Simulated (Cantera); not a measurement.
**Ammonia decomposition in nitride growth gas**

An isothermal, constant-pressure homogeneous reactor starts with 37.0 % NH₃, 63.0 % N₂, at 1600 K and 900 Torr.

Computed with Cantera and the gas-phase N/H chemistry of the illustrative SiF4/NH3 mechanism in the Surface Chemkin manual (1991). Walls and surfaces, which speed up NH3 decomposition in real reactors, are not modelled.

| t (s) | x NH₃ | x NH | x N₂H₄ | x N₂H₂ | x N |
|---|---|---|---|---|---|
| 0.000400 | 0.370 | 1.40e-8 | 8.12e-9 | 1.09e-8 | 4.66e-12 |
| 0.00139 | 0.370 | 9.66e-8 | 7.37e-8 | 1.11e-7 | 3.35e-11 |
| 0.00485 | 0.370 | 1.67e-7 | 1.48e-7 | 2.31e-7 | 1.26e-10 |
| 0.0169 | 0.369 | 1.75e-7 | 1.47e-7 | 2.32e-7 | 3.76e-10 |
| 0.0587 | 0.366 | 1.95e-7 | 1.41e-7 | 2.28e-7 | 1.22e-9 |
| 0.204 | 0.356 | 2.30e-7 | 1.27e-7 | 2.15e-7 | 3.46e-9 |
| 0.711 | 0.325 | 2.49e-7 | 1.02e-7 | 1.78e-7 | 6.31e-9 |
| 2.48 | 0.250 | 2.14e-7 | 6.10e-8 | 1.04e-7 | 6.83e-9 |
| 8.62 | 0.140 | 1.32e-7 | 2.02e-8 | 3.28e-8 | 4.68e-9 |
| 30.0 | 0.0549 | 5.63e-8 | 3.34e-9 | 5.24e-9 | 2.12e-9 |
x: mole fraction; the columns are a selection and need not sum to one.

Equilibrium at this temperature and pressure: NH₃ 1.10e-5, NH 1.20e-11, N₂H₄ <1e-12, N₂H₂ <1e-12, N <1e-12 (gas phase only).
